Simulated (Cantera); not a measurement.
## SiO₂ + MgO + H₂ (silicates and aluminates)

Charge: 1 mol SiO₂, 1.2 mol MgO, 71 mol H₂, at 0.760 bar.

These are equilibrium values from Cantera (NASA tables, ideal gas, pure condensed phases), not measurements of a reactor. Candidate condensed phases: H₂O, Mg, MgO, Mg(OH)₂, MgSiO₃, Mg₂SiO₄, Si, SiO₂; 24 gas species. Mutual solubility and eutectic melting of coexisting phases are not modelled. The tables' values for MgH are old estimates; treat these amounts as uncertain. Condensed phases not in the tables: alloys, solid solutions and most ternary compounds. The numbers say what is thermodynamically allowed, not how fast it happens.

```json
[
 {"T (K)": "1273", "x H₂": "1.000", "x H": "8.18e-7", "x H₂O": "8.31e-7", "x Mg": "1.06e-7", "x SiO": "6.87e-7", "x OH": "<1e-12", "x MgH": "7.16e-10", "n MgSiO₃(s)": "0.800", "n Mg₂SiO₄(s)": "0.200", "n MgSiO₃(l)": "0", "n Mg₂SiO₄(l)": "0"},
 {"T (K)": "1373", "x H₂": "1.000", "x H": "3.82e-6", "x H₂O": "5.44e-6", "x Mg": "5.54e-7", "x SiO": "4.86e-6", "x OH": "<1e-12", "x MgH": "4.30e-9", "n MgSiO₃(s)": "0.799", "n Mg₂SiO₄(s)": "0.200", "n MgSiO₃(l)": "0", "n Mg₂SiO₄(l)": "0"},
 {"T (K)": "1473", "x H₂": "1.000", "x H": "1.45e-5", "x H₂O": "2.80e-5", "x Mg": "2.24e-6", "x SiO": "2.57e-5", "x OH": "1.06e-11", "x MgH": "1.96e-8", "n MgSiO₃(s)": "0.797", "n Mg₂SiO₄(s)": "0.202", "n MgSiO₃(l)": "0", "n Mg₂SiO₄(l)": "0"},
 {"T (K)": "1573", "x H₂": "1.000", "x H": "4.66e-5", "x H₂O": "0.000117", "x Mg": "7.44e-6", "x SiO": "0.000110", "x OH": "1.98e-10", "x MgH": "7.23e-8", "n MgSiO₃(s)": "0.785", "n Mg₂SiO₄(s)": "0.207", "n MgSiO₃(l)": "0", "n Mg₂SiO₄(l)": "0"},
 {"T (K)": "1673", "x H₂": "0.999", "x H": "0.000131", "x H₂O": "0.000415", "x Mg": "2.11e-5", "x SiO": "0.000394", "x OH": "2.61e-9", "x MgH": "2.25e-7", "n MgSiO₃(s)": "0.746", "n Mg₂SiO₄(s)": "0.226", "n MgSiO₃(l)": "0", "n Mg₂SiO₄(l)": "0"},
 {"T (K)": "1773", "x H₂": "0.997", "x H": "0.000326", "x H₂O": "0.00127", "x Mg": "5.25e-5", "x SiO": "0.00122", "x OH": "2.58e-8", "x MgH": "6.06e-7", "n MgSiO₃(s)": "0.630", "n Mg₂SiO₄(s)": "0.283", "n MgSiO₃(l)": "0", "n Mg₂SiO₄(l)": "0"},
 {"T (K)": "1873", "x H₂": "0.993", "x H": "0.000738", "x H₂O": "0.00327", "x Mg": "0.000131", "x SiO": "0.00313", "x OH": "1.88e-7", "x MgH": "1.63e-6", "n MgSiO₃(s)": "0", "n Mg₂SiO₄(s)": "0.414", "n MgSiO₃(l)": "0.363", "n Mg₂SiO₄(l)": "0"},
 {"T (K)": "1973", "x H₂": "0.986", "x H": "0.00154", "x H₂O": "0.00627", "x Mg": "0.000442", "x SiO": "0.00582", "x OH": "9.27e-7", "x MgH": "5.85e-6", "n MgSiO₃(s)": "0", "n Mg₂SiO₄(s)": "0.584", "n MgSiO₃(l)": "0", "n Mg₂SiO₄(l)": "0"},
 {"T (K)": "2073", "x H₂": "0.979", "x H": "0.00298", "x H₂O": "0.00902", "x Mg": "0.00226", "x SiO": "0.00673", "x OH": "3.13e-6", "x MgH": "3.16e-5", "n MgSiO₃(s)": "0", "n Mg₂SiO₄(s)": "0.517", "n MgSiO₃(l)": "0", "n Mg₂SiO₄(l)": "0"},
 {"T (K)": "2173", "x H₂": "0.963", "x H": "0.00543", "x H₂O": "0.0155", "x Mg": "0.00656", "x SiO": "0.00888", "x OH": "1.17e-5", "x MgH": "9.61e-5", "n MgSiO₃(s)": "0", "n Mg₂SiO₄(s)": "0", "n MgSiO₃(l)": "0", "n Mg₂SiO₄(l)": "0.358"},
 {"T (K)": "2273", "x H₂": "0.937", "x H": "0.00933", "x H₂O": "0.0266", "x Mg": "0.0138", "x SiO": "0.0126", "x OH": "4.11e-5", "x MgH": "0.000210", "n MgSiO₃(s)": "0", "n Mg₂SiO₄(s)": "0", "n MgSiO₃(l)": "0", "n Mg₂SiO₄(l)": "0.0795"},
 {"T (K)": "2373", "x H₂": "0.925", "x H": "0.0154", "x H₂O": "0.0296", "x Mg": "0.0159", "x SiO": "0.0136", "x OH": "8.75e-5", "x MgH": "0.000251", "n MgSiO₃(s)": "0", "n Mg₂SiO₄(s)": "0", "n MgSiO₃(l)": "0", "n Mg₂SiO₄(l)": "0"},
 {"T (K)": "2473", "x H₂": "0.916", "x H": "0.0245", "x H₂O": "0.0294", "x Mg": "0.0158", "x SiO": "0.0135", "x OH": "0.000158", "x MgH": "0.000259", "n MgSiO₃(s)": "0", "n Mg₂SiO₄(s)": "0", "n MgSiO₃(l)": "0", "n Mg₂SiO₄(l)": "0"},
 {"T (K)": "2573", "x H₂": "0.904", "x H": "0.0375", "x H₂O": "0.0291", "x Mg": "0.0157", "x SiO": "0.0134", "x OH": "0.000271", "x MgH": "0.000266", "n MgSiO₃(s)": "0", "n Mg₂SiO₄(s)": "0", "n MgSiO₃(l)": "0", "n Mg₂SiO₄(l)": "0"}
]
```
x: gas mole fraction; n: condensed amount in mol.

From 1273 K to 1773 K the condensed part is MgSiO₃(s) + Mg₂SiO₄(s). At 1873 K the condensed part is MgSiO₃(l) + Mg₂SiO₄(s). From 1973 K to 2073 K the condensed part is Mg₂SiO₄(s). From 2173 K to 2273 K the condensed part is Mg₂SiO₄(l). From 2373 K to 2573 K nothing is condensed. The main Si-bearing gas is SiO throughout.
